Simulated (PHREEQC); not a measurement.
Solution (25 °C and 10 atm): 63 mmol/kgw NaHCO3 and 0.085 mmol/kgw Na2CO3. Closed to the air; pH follows from the charge balance.

Equilibrium calculation in PHREEQC: ion-association model, phreeqc.dat.

This is a speciation only: nothing precipitates in the calculation.

Q: Order these C species by the share of C that they hold, largest first: HCO3-, CO3-2, CO2, NaHCO3, NaCO3-.

A: HCO3- (95 %), NaHCO3 (2.2 %), CO2 (1.4 %), CO3-2 (1.0 %), NaCO3- (0.52 %)

The pH is 8.09 and the ionic strength 0.0621 mol/kgw. Species that the database lacks are ignored.
